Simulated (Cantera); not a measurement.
Cantera run, input and output.

```python
import numpy as np
import cantera as ct

gas = ct.Solution("gri30.yaml")
gas.TPX = 1575, 25, {'C2H4': 1, 'H2': 12}
inlet = ct.Reservoir(gas, clone=True)

reactor = ct.IdealGasConstPressureReactor(gas, energy="off", clone=False)
exhaust = ct.Reservoir(gas, clone=True)
tau = [6.2, 1.3, 0.26, 0.054, 0.011, 0.0023, 0.00047][0]
for a, b in ((inlet, reactor), (reactor, exhaust)):
    ct.MassFlowController(a, b, mdot=lambda t: reactor.mass / tau)
net = ct.ReactorNet([reactor])
show = ['C2H4', 'H2', 'CH2', 'C2H', 'CH3']

rows = []
print(f"{'tau/s':>10s}{'T/K':>9s}" + "".join(f"{s:>11s}" for s in show))
for tau in [6.2, 1.3, 0.26, 0.054, 0.011, 0.0023, 0.00047]:
    net.initial_time = 0.0
    net.advance(30 * tau)
    before = gas.X
    net.advance(40 * tau)
    drift = np.max(np.abs(gas.X - before) / (gas.X + 1e-9))
    rows.append([gas.T, *gas[show].X, drift])
    print(f"{tau:10.3e}{gas.T:9.1f}" + "".join(f"{x:11.3e}" for x in gas[show].X))
```

Output:

```
     tau/s      T/K       C2H4         H2        CH2        C2H        CH3
 6.200e+00   1575.0  3.207e-02  9.263e-01  2.303e-10  2.779e-09  1.226e-09
 1.300e+00   1575.0  6.155e-02  9.242e-01  1.698e-10  3.670e-10  7.623e-10
 2.600e-01   1575.0  7.356e-02  9.233e-01  4.547e-11  1.826e-11  4.435e-10
 5.400e-02   1575.0  7.621e-02  9.231e-01  9.081e-12  7.914e-13  1.853e-10
 1.100e-02   1575.0  7.678e-02  9.231e-01  1.396e-12  3.247e-14  3.766e-11
 2.300e-03   1575.0  7.689e-02  9.231e-01  1.305e-13  1.387e-15  3.081e-12
 4.700e-04   1575.0  7.692e-02  9.231e-01  6.427e-15  5.931e-17  7.863e-14
```

Cantera simulation using GRI-Mech 3.0 (53 species, 325 reactions); the numbers are that mechanism's predictions, not measurements. GRI-Mech 3.0 was tuned for natural gas; its chemistry of ethylene as a main component is partial and can be far from experiment. GRI-Mech 3.0 stops at C3 and has no aromatics, soot or wall deposition, so with more carbon than oxygen in the feed, carbon stays in small species such as C2H2 where larger ones or solid carbon would form. Radical loss at walls, strong at low pressure, is not modelled.
